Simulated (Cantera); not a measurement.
Input (Python, Cantera):

```python
import numpy as np
import cantera as ct

gas = ct.Solution("gri30.yaml")
gas.TPX = 1175, 1000000, {'CH4': 1, 'O2': 2.67, 'N2': 10}
reactor = ct.IdealGasConstPressureReactor(gas, energy="on", clone=False)
net = ct.ReactorNet([reactor])
net.rtol, net.atol = 1e-08, 1e-16
show = ['CH4', 'O2', 'CH2O', 'C2H4', 'C2H', 'HCN', 'O']
times = np.geomspace(1e-06, 0.9, 12)

steps = ct.SolutionArray(gas, extra=["t"])
rows = []
print(f"{'t/s':>10s}{'T/K':>9s}{'P/Pa':>11s}" + "".join(f"{s:>11s}" for s in show))
for t in times:
    while net.time < t:
        t_next = net.step()
        steps.append(gas.state, t=t_next)
    rows.append([np.interp(t, steps.t, y) for y in (steps.T, steps.P, *steps(*show).X.T)])
    print(f"{t:10.3e}{rows[-1][0]:9.1f}{rows[-1][1]:11.4g}" + "".join(f"{x:11.3e}" for x in rows[-1][2:]))
rate = np.gradient(steps.T, steps.t)
print("integrator steps:", len(steps.t))
if steps.T.max() > steps.T[0] + 200:
    print(f"time of steepest temperature rise: {steps.t[rate.argmax()]:.4e} s")
gas.TPX = 1175, 1000000, {'CH4': 1, 'O2': 2.67, 'N2': 10}
gas.equilibrate("HP")
print(f"equilibrium (HP): T = {gas.T:.1f} K  " + "  ".join(f"{s} {gas[s].X[0]:.3e}" for s in show))
```

Result:

```
       t/s      T/K       P/Pa        CH4         O2       CH2O       C2H4        C2H        HCN          O
 1.000e-06   1175.0      1e+06  7.315e-02  1.953e-01  1.852e-11  4.108e-17  1.026e-38  4.589e-26  1.198e-12
 3.478e-06   1175.0      1e+06  7.315e-02  1.953e-01  2.281e-10  2.815e-15  9.397e-36  5.609e-25  3.599e-12
 1.209e-05   1175.0      1e+06  7.315e-02  1.953e-01  2.864e-09  1.490e-13  7.628e-33  7.035e-24  1.237e-11
 4.206e-05   1175.0      1e+06  7.315e-02  1.953e-01  3.846e-08  7.759e-12  7.616e-30  9.546e-23  4.898e-11
 1.463e-04   1175.0      1e+06  7.315e-02  1.953e-01  6.763e-07  6.311e-10  2.612e-26  1.909e-21  2.702e-10
 5.087e-04   1175.1      1e+06  7.313e-02  1.953e-01  1.310e-05  5.237e-08  1.324e-22  7.157e-20  1.184e-09
 1.769e-03   1176.0      1e+06  7.295e-02  1.952e-01  1.087e-04  9.710e-07  4.515e-20  1.210e-18  2.579e-09
 6.153e-03   2563.0      1e+06  3.094e-17  4.836e-02  3.239e-11  2.711e-26  6.539e-23  2.132e-11  1.373e-03
 2.140e-02   2547.7      1e+06  2.951e-17  4.403e-02  3.080e-11  2.369e-26  5.056e-23  3.867e-11  1.218e-03
 7.441e-02   2547.7      1e+06  2.951e-17  4.403e-02  3.080e-11  2.369e-26  5.055e-23  3.867e-11  1.218e-03
 2.588e-01   2547.7      1e+06  2.951e-17  4.403e-02  3.080e-11  2.369e-26  5.055e-23  3.867e-11  1.218e-03
 9.000e-01   2547.7      1e+06  2.951e-17  4.403e-02  3.080e-11  2.369e-26  5.055e-23  3.867e-11  1.218e-03
integrator steps: 2162
time of steepest temperature rise: 5.6759e-03 s
equilibrium (HP): T = 2547.7 K  CH4 4.088e-17  O2 4.403e-02  CH2O 3.080e-11  C2H4 2.802e-26  C2H 5.647e-23  HCN 3.867e-11  O 1.218e-03
```

Detailed kinetics in Cantera: GRI-Mech 3.0 (53 species, 325 reactions).
